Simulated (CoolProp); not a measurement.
The fluid at 615 K and 0.13 MPa expands adiabatically to 0.00873 MPa with isentropic efficiency 0.85. The same conditions are run with several fluids, on thermodynamics alone (safety and materials aside).

Computed with CoolProp (reference Helmholtz-energy equation of state of each fluid (methanol: de Reuck 1993; ethane: Bücker 2006; n-decane: Lemmon 2006; benzene: Thol 2012; ethylbenzene: Zhou 2012)).

Rank methanol, ethane, n-decane, benzene, ethylbenzene by work (kJ/kg), highest first.

ethane (343), methanol (308), benzene (140), ethylbenzene (105), n-decane (79.5)

| fluid | final temperature (K) | final density (kg/m³) |
|---|---|---|
| methanol | 456.3 | 0.0738 |
| ethane | 492.0 | 0.0642 |
| n-decane | 586.1 | 0.255 |
| benzene | 544.5 | 0.151 |
| ethylbenzene | 566.6 | 0.197 |
